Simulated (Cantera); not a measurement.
Feed: 1 mol Zr, 0.78 mol O₂, 55 mol H₂, 0.58 mol N₂O, held at 1777 °C and 75.0 Torr.

Equilibrium computed with Cantera from the NASA thermochemical tables; the gas is ideal and each condensed phase is pure. Candidate condensed phases: H₂O, Zr, ZrN, ZrO₂; 28 gas species. Equilibrium is a limit: real reactors are often held back by kinetics, nucleation or transport.

Base state: H₂ 0.980, N₂ 0.0104, H 0.00710, H₂O 0.00251 (mole fractions); condensed: ZrO₂(tetragonal).

**Question.** What changes in the equilibrium state with this change: temperature from 1777 °C to 1850 °C?

**Answer.** 
| species | before | after |
|---|---|---|
| H₂ | 0.980 | 0.976 |
| H | 0.00710 | 0.0112 |
| N₂ | 0.0104 | 0.0104 |
| H₂O | 0.00251 | 0.00250 |
| ZrO₂(tetragonal), mol | 1.00 | 1.000 |

**Question.** What changes in the equilibrium state with this change: O₂ from 0.78 to 0.028 mol?

**Answer.** 
```json
[
 {"species": "H₂", "before": "0.980", "after": "0.989"},
 {"species": "H", "before": "0.00710", "after": "0.00713"},
 {"species": "N₂", "before": "0.0104", "after": "0.00430"},
 {"species": "H₂O", "before": "0.00251", "after": "4.26e-5"},
 {"species": "ZrO₂(tetragonal), mol", "before": "1.00", "after": "0.317"},
 {"species": "ZrN(s), mol", "before": "0", "after": "0.683"}
]
```
Mutual solubility and eutectic melting of coexisting phases are not modelled. ZrN: taken at fixed stoichiometry. Condensed phases not in the tables: solid solutions among these carbides, nitrides and lower oxides.
